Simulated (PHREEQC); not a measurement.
Consider water at 56 °C with 2.8 mmol/kgw FeCl3, 37 mmol/kgw H3AsO4, 5.7 mmol/kgw NaF and 0.12 mmol/kgw Na2SO4. Closed to the air; pH follows from the charge balance.

All values are PHREEQC results (ion-association model, wateq4f.dat), not measurements.

Q: The ionic strength comes out as 0.0217 mol/kgw. What activity coefficients do H+, H2AsO4-, FeOH+2, FeF+2, Fe(OH)2+ get?

A: H+ 0.88, H2AsO4- 0.86, FeOH+2 0.55, FeF+2 0.55, Fe(OH)2+ 0.86.

This is a speciation only: nothing precipitates in the calculation. Saturation is exceeded, for instance for Hematite (slow to form), Goethite (slow to form); the values hold only as long as no solid forms. Complexes and solids missing from the database can't appear. The database's scorodite may be far more soluble than the real mineral, and it has no iron arsenate complexes; the constant wasn't checked at its source. At this temperature some constants are extrapolated from 25 °C, and those without enthalpy data are left unchanged. Fluoro complexes past AlF4- and FeF3 are missing from the database.
